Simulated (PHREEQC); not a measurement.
1 kg of water meets 20 L of dry gas (N2 0.22, O2 0.78 by moles) at fixed total pressure, at 25 °C; fugacities by Peng-Robinson. The gases take part in no redox reaction, some water evaporates into the gas, and hydrates or a liquid gas phase aren't modelled. No solid was allowed to form.

The numbers come from PHREEQC with the ion-association model, phreeqc.dat.

```json
[
 {"P (atm)": "2", "dissolved N2 (mol/kgw)": "0.000289", "φ of N2": "0.999", "p of N2 (atm)": "0.433", "dissolved O2 (mol/kgw)": "0.00196", "φ of O2": "0.998", "p of O2 (atm)": "1.53"},
 {"P (atm)": "5", "dissolved N2 (mol/kgw)": "0.000725", "φ of N2": "0.998", "p of N2 (atm)": "1.09", "dissolved O2 (mol/kgw)": "0.00492", "φ of O2": "0.995", "p of O2 (atm)": "3.87"},
 {"P (atm)": "10", "dissolved N2 (mol/kgw)": "0.00144", "φ of N2": "0.996", "p of N2 (atm)": "2.19", "dissolved O2 (mol/kgw)": "0.00976", "φ of O2": "0.991", "p of O2 (atm)": "7.77"},
 {"P (atm)": "20", "dissolved N2 (mol/kgw)": "0.00284", "φ of N2": "0.992", "p of N2 (atm)": "4.39", "dissolved O2 (mol/kgw)": "0.0191", "φ of O2": "0.982", "p of O2 (atm)": "15.6"},
 {"P (atm)": "30", "dissolved N2 (mol/kgw)": "0.00420", "φ of N2": "0.989", "p of N2 (atm)": "6.59", "dissolved O2 (mol/kgw)": "0.0281", "φ of O2": "0.973", "p of O2 (atm)": "23.4"},
 {"P (atm)": "40", "dissolved N2 (mol/kgw)": "0.00552", "φ of N2": "0.985", "p of N2 (atm)": "8.80", "dissolved O2 (mol/kgw)": "0.0367", "φ of O2": "0.965", "p of O2 (atm)": "31.2"},
 {"P (atm)": "50", "dissolved N2 (mol/kgw)": "0.00680", "φ of N2": "0.983", "p of N2 (atm)": "11.0", "dissolved O2 (mol/kgw)": "0.0450", "φ of O2": "0.957", "p of O2 (atm)": "39.0"},
 {"P (atm)": "75", "dissolved N2 (mol/kgw)": "0.00985", "φ of N2": "0.978", "p of N2 (atm)": "16.5", "dissolved O2 (mol/kgw)": "0.0642", "φ of O2": "0.939", "p of O2 (atm)": "58.5"},
 {"P (atm)": "100", "dissolved N2 (mol/kgw)": "0.0127", "φ of N2": "0.974", "p of N2 (atm)": "22.0", "dissolved O2 (mol/kgw)": "0.0816", "φ of O2": "0.923", "p of O2 (atm)": "77.9"},
 {"P (atm)": "150", "dissolved N2 (mol/kgw)": "0.0179", "φ of N2": "0.974", "p of N2 (atm)": "33.0", "dissolved O2 (mol/kgw)": "0.112", "φ of O2": "0.897", "p of O2 (atm)": "117"},
 {"P (atm)": "200", "dissolved N2 (mol/kgw)": "0.0227", "φ of N2": "0.980", "p of N2 (atm)": "44.0", "dissolved O2 (mol/kgw)": "0.137", "φ of O2": "0.877", "p of O2 (atm)": "156"},
 {"P (atm)": "300", "dissolved N2 (mol/kgw)": "0.0310", "φ of N2": "1.008", "p of N2 (atm)": "66.0", "dissolved O2 (mol/kgw)": "0.178", "φ of O2": "0.856", "p of O2 (atm)": "234"},
 {"P (atm)": "400", "dissolved N2 (mol/kgw)": "0.0383", "φ of N2": "1.054", "p of N2 (atm)": "88.0", "dissolved O2 (mol/kgw)": "0.209", "φ of O2": "0.853", "p of O2 (atm)": "312"}
]
```
